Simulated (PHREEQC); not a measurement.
A solution holds 0.0034 mol/kgw Na2SiO3, at 25 °C. Closed to the air; pH follows from the charge balance.

The numbers come from PHREEQC with the ion-association model, phreeqc.dat.

This is a speciation only: nothing precipitates in the calculation.

Question: What pH, ionic strength does the model give?

Answer: pH 11.48; ionic strength 0.00689 mol/kgw.

Question: In which forms is Si present?

Answer: H3SiO4- 96 %, H2SiO4-2 2.6 %, H4SiO4 1.9 % of the Si.

Complexes and solids missing from the database can't appear.
